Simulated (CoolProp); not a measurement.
Vapour-liquid equilibrium of R134a (1) + R141b (2) at 237.6 K; x and y are mole fractions of (1).

Computed with CoolProp (multi-fluid Helmholtz-energy mixture model, Tillner-Roth 1994 and Lemmon 2006; pair parameters Bell 2016).

```tsv
x	bubble pressure (MPa)	y at the bubble point	dew pressure at overall composition x (MPa)	liquid density (mol/L)
0.05	0.009831	0.597	0.004357	11.61
0.125	0.01766	0.791	0.004718	11.75
0.2	0.02456	0.860	0.005143	11.90
0.275	0.03051	0.896	0.005653	12.05
0.35	0.03559	0.917	0.006274	12.20
0.425	[?]	[?]	0.007049	12.36
0.5	0.04355	0.942	[?]	12.52
0.575	0.04676	0.951	0.009357	12.69
0.65	0.04967	0.958	0.01119	12.86
0.725	0.05246	0.965	0.01390	13.04
0.8	0.05529	0.973	0.01833	13.22
0.875	0.05834	0.981	0.02675	13.42
0.95	0.06177	0.992	0.04655	13.62
```

Complete the blanks.


- 0.425, bubble pressure (MPa): 0.03988
- 0.425, y at the bubble point: 0.931
- 0.5, dew pressure at overall composition x (MPa): 0.008041

No azeotrope shows between x = 0.05 and 0.95.

Pair parameters are fitted to limited data, so mixtures are less certain than the pure fluids. With so large a gap from Raoult's law the liquid may split in two, which this calculation doesn't test in full.
